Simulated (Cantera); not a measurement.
Charge: 1 mol Na₂SO₄, 2 mol O₂, held at 0.00150 bar.

Method: chemical equilibrium by Gibbs-energy minimisation in Cantera with the NASA 1993 tables (ideal gas, pure condensed phases). Candidate condensed phases: Na, NaO₂, Na₂O, Na₂O₂, Na₂S, Na₂SO₄, S; 15 gas species. Equilibrium is a limit: real reactors are often held back by kinetics, nucleation or transport. All values below are at 1823 K.

Base state: O₂ 0.498, Na 0.331, SO₂ 0.166, O 0.00275, NaO 0.00166, SO 0.000156, Na₂SO₄ 4.80e-5, SO₃ 4.41e-5 (mole fractions); condensed: gas only.

What changes in the equilibrium state with this change: 0.065 mol H₂O added?


```json
[
 {"species": "O₂", "before": "0.498", "after": "0.493"},
 {"species": "Na", "before": "0.331", "after": "0.320"},
 {"species": "SO₂", "before": "0.166", "after": "0.166"},
 {"species": "NaOH", "before": "0", "after": "0.00981"},
 {"species": "H₂O", "before": "0", "after": "0.00528"},
 {"species": "OH", "before": "0", "after": "0.00114"},
 {"species": "H", "before": "0", "after": "4.02e-5"},
 {"species": "H₂", "before": "0", "after": "1.29e-5"},
 {"species": "Na₂SO₄", "before": "4.80e-5", "after": "4.43e-5"}
]
```
Further candidate phases: H₂O, H₂SO₄, NaOH.
